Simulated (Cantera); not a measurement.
**Iron carbonyl, mercury and lead vapours: Fe(CO)5 + O2 + H2**

Feed: 1 mol Fe(CO)5, 0.37 mol O2, 66 mol H2, at 10.0 mbar.

These are equilibrium values from Cantera (NASA tables, ideal gas, pure condensed phases), not measurements of a reactor. Candidate condensed phases: C, C6H6, C7H8, C8H18, Fe, Fe(CO)5, FeO, Fe(OH)2, Fe(OH)3, Fe2O3, Fe3O4, H2O; 114 gas species. Condensed phases not in the tables: cementite and carbon dissolved in iron. Rates play no part.

```json
[
 {"T (°C)": "450", "log p H2": "-2.06", "log p CO": "-3.61", "log p H2O": "-3.35", "log p CH4": "-3.38", "log p CO2": "-4.03", "log p H": "<-14", "n C(graphite)": "0.0632", "n Fe(α)": "1.00", "n Fe(γ)": "0"},
 {"T (°C)": "550", "log p H2": "-2.04", "log p CO": "-3.20", "log p H2O": "-3.91", "log p CH4": "-4.31", "log p CO2": "-4.51", "log p H": "-12.15", "n C(graphite)": "0", "n Fe(α)": "1.00", "n Fe(γ)": "0"},
 {"T (°C)": "650", "log p H2": "-2.04", "log p CO": "-3.16", "log p H2O": "-4.03", "log p CH4": "-5.68", "log p CO2": "-4.85", "log p H": "-10.63", "n C(graphite)": "0", "n Fe(α)": "1.00", "n Fe(γ)": "0"},
 {"T (°C)": "750", "log p H2": "-2.04", "log p CO": "-3.16", "log p H2O": "-4.02", "log p CH4": "-6.93", "log p CO2": "-5.03", "log p H": "-9.40", "n C(graphite)": "0", "n Fe(α)": "1.00", "n Fe(γ)": "0"},
 {"T (°C)": "850", "log p H2": "-2.04", "log p CO": "-3.16", "log p H2O": "-4.01", "log p CH4": "-7.97", "log p CO2": "-5.17", "log p H": "-8.39", "n C(graphite)": "0", "n Fe(α)": "1.00", "n Fe(γ)": "0"},
 {"T (°C)": "950", "log p H2": "-2.04", "log p CO": "-3.16", "log p H2O": "-4.00", "log p CH4": "-8.83", "log p CO2": "-5.29", "log p H": "-7.54", "n C(graphite)": "0", "n Fe(α)": "0", "n Fe(γ)": "1.000"},
 {"T (°C)": "1050", "log p H2": "-2.04", "log p CO": "-3.15", "log p H2O": "-4.00", "log p CH4": "-9.57", "log p CO2": "-5.39", "log p H": "-6.82", "n C(graphite)": "0", "n Fe(α)": "0", "n Fe(γ)": "1.000"},
 {"T (°C)": "1150", "log p H2": "-2.04", "log p CO": "-3.15", "log p H2O": "-4.00", "log p CH4": "-10.20", "log p CO2": "-5.47", "log p H": "-6.20", "n C(graphite)": "0", "n Fe(α)": "0", "n Fe(γ)": "1.000"},
 {"T (°C)": "1250", "log p H2": "-2.04", "log p CO": "-3.15", "log p H2O": "-3.99", "log p CH4": "-10.74", "log p CO2": "-5.54", "log p H": "-5.65", "n C(graphite)": "0", "n Fe(α)": "0", "n Fe(γ)": "0.998"},
 {"T (°C)": "1350", "log p H2": "-2.04", "log p CO": "-3.15", "log p H2O": "-3.99", "log p CH4": "-11.22", "log p CO2": "-5.60", "log p H": "-5.18", "n C(graphite)": "0", "n Fe(α)": "0", "n Fe(γ)": "0.988"}
]
```
log p: log10 of the partial pressure in bar; n: condensed amount in mol.

At 450 °C the condensed part is C(graphite) + Fe(α). From 550 °C to 850 °C the condensed part is Fe(α). From 950 °C to 1350 °C the condensed part is Fe(γ).
